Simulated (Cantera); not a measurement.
A freely propagating, adiabatic, planar premixed flame of 5.05 % CH₄, 1.21 % C₂H₆, 1.82 % C₃H₈, 16.7 % O₂, 75.2 % N₂, equivalence ratio 1.4, unburnt at 623 K and 1050 Torr; multicomponent+Soret transport, grid criteria slope 0.08 and curve 0.16, no radiation.

Model: GRI-Mech 3.0 (53 species, 325 reactions), integrated in Cantera. GRI-Mech 3.0 was tuned for natural gas; its chemistry of propane as a main component is partial and can be far from experiment. Burning velocities carry a grid error of a few per cent, more on coarse grids.

x: mole fraction of selected species; z is measured from the peak of heat release.

```tsv
z (mm)	T (K)	u (m/s)	x CH₄	x C₂H₆	x C₃H₈	x NO	x H₂	x CH₂CO
-1.11	624	0.650	0.0503	0.0121	0.0181	<1e-8	0.00273	5.34e-8
-0.743	629	0.658	0.0497	0.0120	0.0181	2.00e-8	0.00651	7.81e-7
-0.557	647	0.680	0.0486	0.0120	0.0181	9.21e-8	0.0106	5.06e-6
-0.371	[?]	0.787	[?]	0.0115	0.0177	[?]	[?]	[?]
-0.186	1126	1.23	0.0324	0.00815	0.0113	5.15e-6	0.0321	0.000466
-0.0928	1471	1.65	0.0206	0.00365	0.00301	1.09e-5	0.0410	0.000982
0	1791	2.04	0.00744	0.000314	4.54e-5	2.03e-5	0.0464	0.000632
0.0928	1955	2.24	0.00145	6.76e-6	2.08e-8	3.54e-5	0.0467	1.00e-4
0.186	2009	2.30	0.000256	2.23e-7	<1e-8	5.15e-5	0.0466	1.43e-5
0.371	2035	2.33	1.41e-5	<1e-8	<1e-8	7.36e-5	0.0478	1.10e-6
0.743	2049	2.34	3.38e-7	<1e-8	<1e-8	9.22e-5	0.0490	3.80e-8
1.49	2063	2.35	<1e-8	<1e-8	<1e-8	0.000103	0.0495	<1e-8
2.97	2075	2.36	<1e-8	<1e-8	<1e-8	0.000107	0.0498	<1e-8
```

Q: Some entries are withheld; supply them.

A: 
- -0.371, T (K): 741
- -0.371, x CH₄: 0.0447
- -0.371, x NO: 6.53e-7
- -0.371, x H₂: 0.0182
- -0.371, x CH₂CO: 4.97e-5
